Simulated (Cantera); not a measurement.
Charge: 1 mol CH₄, 0.47 mol H₂O, equilibrated at 1330 Pa.

Cantera equilibrium calculation (NASA polynomials, part measured and part estimated; ideal gas, pure solids and liquids). Candidate condensed phases: C, C₆H₆, C₇H₈, C₈H₁₈, H₂O; 110 gas species. The numbers say what is thermodynamically allowed, not how fast it happens.

x: gas mole fraction; n: condensed amount in mol.

```csv
T (K),x H₂,x CO,x CH₄,x H₂O,x CO₂,x H,x C₂H₂ (acetylene),n C(graphite)
975,0.839,0.159,0.00118,0.00107,0.000322,9.07e-9,4.78e-10,0.531
1000,0.839,0.159,0.000896,0.000703,0.000191,1.80e-8,9.58e-10,0.530
1025,0.839,0.159,0.000690,0.000473,0.000116,3.46e-8,1.85e-9,0.530
1050,0.840,0.160,0.000538,0.000324,7.25e-5,6.44e-8,3.47e-9,0.530
1075,0.840,0.160,0.000424,0.000226,4.62e-5,1.16e-7,6.32e-9,0.530
1100,0.840,0.160,0.000337,0.000160,3.00e-5,2.05e-7,1.12e-8,0.530
1125,0.840,0.160,0.000271,0.000115,1.99e-5,3.53e-7,1.93e-8,0.530
1150,0.840,0.160,0.000220,8.39e-5,1.34e-5,5.92e-7,3.25e-8,0.530
1175,0.840,0.160,…,…,…,…,…,0.530
1200,0.840,0.160,…,…,…,…,…,0.530
1225,0.840,0.160,0.000124,3.52e-5,4.56e-6,2.47e-6,1.36e-7,0.530
1250,0.840,0.160,0.000103,2.70e-5,3.28e-6,3.84e-6,2.12e-7,0.530
1275,0.840,0.160,8.72e-5,2.09e-5,2.39e-6,5.85e-6,3.23e-7,0.530
1300,0.840,0.160,7.40e-5,1.63e-5,1.76e-6,8.78e-6,4.84e-7,0.530
```

Problem. Fill in the missing entries.

Solution. 
- 1200, x CH₄: 0.000149
- 1200, x H₂O: 4.64e-5
- 1200, x CO₂: 6.44e-6
- 1200, x H: 1.57e-6
- 1200, x C₂H₂ (acetylene): 8.63e-8
- 1175, x CH₄: 0.000180
- 1175, x H₂O: 6.20e-5
- 1175, x CO₂: 9.22e-6
- 1175, x H: 9.73e-7
- 1175, x C₂H₂ (acetylene): 5.35e-8
